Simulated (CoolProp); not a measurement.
Aqueous potassium acetate as a coolant, 30 % by mass, freezing at -23.1 °C, 1 atm.

The numbers come from the Melinder's fits for secondary coolants in CoolProp.

```
T (°C)  density (kg/m³)  conductivity (W/(m K))  Prandtl number  cp (kJ/(kg K))
------  ---------------  ----------------------  --------------  --------------
-18.8              1172                   0.451            65.2           3.150
-9.2               1169                   0.463            40.8           3.170
0.5                1166                   0.475            27.5           3.190
10.1               1162                   0.488            19.7           3.209
19.7               1158                   0.500            14.9           3.229
29.3               1154                   0.512            11.7           3.249
38.9               1149                   0.524            9.37           3.270
```
